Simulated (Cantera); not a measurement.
A Cantera script and its output.

```python
import numpy as np
import cantera as ct

gas = ct.Solution("gri30.yaml")


def delay(T, t_max=10):
    gas.TPX = T, 460000, {'CH4': 1, 'C2H6': 0.12, 'C3H8': 0.059, 'O2': 3.67, 'N2': 13.8, 'H2O': 0.92}
    reactor = ct.IdealGasConstPressureReactor(gas, clone=False)
    net = ct.ReactorNet([reactor])
    net.rtol, net.atol = 1e-8, 1e-16
    while net.time < t_max:
        t_old, T_old = net.time, reactor.T
        net.step()
        if reactor.T > T + 400:  # ignition: a rise of 400 K
            return t_old + (T + 400 - T_old) / (reactor.T - T_old) * (net.time - t_old)
    return np.nan


taus = []
for T in [1075, 1150, 1225, 1300, 1375, 1450]:
    taus.append(delay(T))
    print(f"T0 = {T:6g} K   tau = {taus[-1]:.4e} s")
```

It prints:

```
T0 =   1075 K   tau = 9.2760e-03 s
T0 =   1150 K   tau = 2.9016e-03 s
T0 =   1225 K   tau = 1.0752e-03 s
T0 =   1300 K   tau = 4.4549e-04 s
T0 =   1375 K   tau = 1.9969e-04 s
T0 =   1450 K   tau = 9.5997e-05 s
```

Cantera simulation using GRI-Mech 3.0 (53 species, 325 reactions); the numbers are that mechanism's predictions, not measurements.
